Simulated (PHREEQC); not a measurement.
## Acid rinse or clean

Solution (25 °C): 0.0056 mol H2SO4, 0.13 mol FeCl3 and 0.03 mol KCl per kg of water. Closed to the air; pH follows from the charge balance.

Computed with PHREEQC (ion-association model, phreeqc.dat).

Precipitation was switched off in this run.

Question: What pH does the model give?

Answer: pH 1.77.

Question: In which forms is Fe present?

Answer: FeCl+2 52 %, Fe+3 20 %, FeCl2+ 15 %, Fe2(OH)2+4 5.0 %, FeSO4+ 3.3 %, FeOH+2 3.2 % of the Fe.

Saturation is exceeded, for instance for Jarosite-K, Hematite (slow to form); the values hold only as long as no solid forms.
